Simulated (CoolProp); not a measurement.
Saturation properties of water.

Values from CoolProp's reference Helmholtz-energy equation of state, Wagner 2002.

```tsv
T (°C)	p (kPa)	liquid density (kg/m³)	liquid viscosity (µPa s)
168.95	772.3	898.5	161
190.35	1265	875.7	142
211.75	1975	850.6	127
233.15	2962	822.9	115
254.55	4291	792.1	104
275.95	6034	757.4	95.2
297.35	8272	717.5	86.9
318.75	11100	670.2	78.8
340.15	14630	610.2	70.3
```

It boils at 100.0 °C under 1 atm.

Viscosity comes from a separate model (Huber 2009).
